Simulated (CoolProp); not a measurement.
Saturation properties of chlorine (Tc = 143.7 °C, pc = 76.42 bar, ω = 0.070).

Model: reference Helmholtz-energy equation of state, Thol 2021, in CoolProp.

| T (°C) | p (bar) | liquid density (kg/m³) | vapour density (kg/m³) | enthalpy of vaporisation (kJ/kg) | liquid cp (kJ/(kg K)) |
|---|---|---|---|---|---|
| 50.95 | 14.77 | 1308 | 46.53 | 225.6 | 1.046 |
| 56.75 | 16.81 | 1288 | 52.98 | 219.9 | 1.063 |
| 62.65 | 19.09 | 1266 | 60.26 | 213.9 | 1.082 |
| 68.45 | 21.53 | 1245 | 68.22 | 207.7 | 1.103 |
| 74.25 | 24.18 | 1222 | 77.07 | 201.2 | 1.128 |
| 80.05 | 27.06 | 1199 | 86.90 | 194.3 | 1.156 |
| 85.95 | 30.22 | 1174 | 98.07 | 186.9 | 1.191 |
| 91.75 | 33.57 | 1148 | 110.4 | 179.1 | 1.232 |
| 97.55 | 37.18 | 1121 | 124.2 | 170.8 | 1.282 |
| 103.35 | 41.04 | 1092 | 139.8 | 161.9 | 1.345 |
| 109.25 | 45.25 | 1061 | 158.0 | 152.1 | 1.429 |
| 115.05 | 49.68 | 1027 | 178.7 | 141.4 | 1.543 |
| 120.85 | 54.40 | 989.2 | 203.3 | 129.5 | 1.713 |

It boils at -34.0 °C under 1 atm.
